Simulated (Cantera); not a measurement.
## Roasting and sulfation: FeS2 + H2S + H2O

Feed: 1 mol FeS2, 1.1 mol H2S, 0.34 mol H2O, equilibrated at 0.133 bar.

These are equilibrium values from Cantera (NASA tables, ideal gas, pure condensed phases), not measurements of a reactor. Candidate condensed phases: Fe, FeO, Fe(OH)2, Fe(OH)3, FeS, FeSO4, FeS2, Fe2O3, Fe2(SO4)3, Fe3O4, H2O, H2SO4, S; 22 gas species. FeS: taken at fixed stoichiometry. Gases not in the tables: S3 to S7. Rates play no part.

```csv
T (°C),x H2S,x S2,x H2,x H2O,x SH,x SO2,n FeS2(s),n FeS(s),n FeS(l)
352,0.762,0.000536,0.00109,0.236,2.82e-9,2.18e-6,1.00,0,0
452,0.757,0.00256,0.00514,0.235,9.82e-8,6.46e-6,1.00,0,0
552,0.741,0.00831,0.0167,0.234,1.44e-6,1.51e-5,1.00,0,0
652,0.576,0.235,0.00999,0.178,1.92e-5,0.00103,0.125,0.875,0
752,0.534,0.266,0.0272,0.171,8.68e-5,0.000749,0,1.00,0
852,0.489,0.279,0.0621,0.168,0.000292,0.000581,0,1.00,0
952,0.422,0.299,0.114,0.164,0.000784,0.000553,0,1.00,0
1052,0.343,0.321,0.175,0.158,0.00175,0.000628,0,1.00,0
1152,0.267,0.342,0.234,0.152,0.00335,0.000808,0,1.00,0
1252,0.201,0.359,0.285,0.147,0.00571,0.00112,0,0,1.00
```
x: gas mole fraction; n: condensed amount in mol.

From 352 °C to 552 °C the condensed part is FeS2(s). At 652 °C the condensed part is FeS(s) + FeS2(s). From 752 °C to 1152 °C the condensed part is FeS(s). At 1252 °C the condensed part is FeS(l).
